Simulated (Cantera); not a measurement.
## Carbon deposition, reforming and gasification: n-butane + NH₃ + N₂

A closed system holds: 1 mol n-butane, 0.55 mol NH₃, 8.2 mol N₂, equilibrated at 500 Pa.

Method: chemical equilibrium by Gibbs-energy minimisation in Cantera with the NASA 1993 tables (ideal gas, pure condensed phases). Candidate condensed phases: C, C₆H₆, C₇H₈, C₈H₁₈; 92 gas species. Equilibrium is a limit: real reactors are often held back by kinetics, nucleation or transport.

```
T (°C)  log p N₂  log p H₂  log p CH₄  log p HCN  log p H  log p NH₃  n C(graphite)
------  --------  --------  ---------  ---------  -------  ---------  -------------
252        -2.47     -3.06      -3.13       <-14     <-14      -6.58           2.16
352        -2.51     -2.75      -3.81     -12.11     <-14      -6.94           3.57
452        -2.53     -2.70      -4.69     -10.54     <-14      -7.47           3.94
552        -2.53     -2.69      -5.43      -9.37   -12.45      -7.93           3.99
652        -2.53     -2.69      -6.03      -8.46   -10.93      -8.30           4.00
752        -2.53     -2.69      -6.52      -7.72    -9.71      -8.61           4.00
852        -2.53     -2.69      -6.92      -7.12    -8.70      -8.86           4.00
952        -2.53     -2.69      -7.26      -6.62    -7.85      -9.07           4.00
1052       -2.53     -2.69      -7.56      -6.19    -7.13      -9.25           4.00
1152       -2.53     -2.69      -7.81      -5.83    -6.51      -9.41           4.00
1252       -2.53     -2.69      -8.02      -5.51    -5.97      -9.54           3.99
1352       -2.53     -2.69      -8.22      -5.23    -5.50      -9.66           3.98
```
log p: log10 of the partial pressure in bar; n: condensed amount in mol.

From 252 °C to 1352 °C the condensed part is C(graphite). The main C-bearing gas is CH₄ at 252 °C and HCN at 1352 °C.
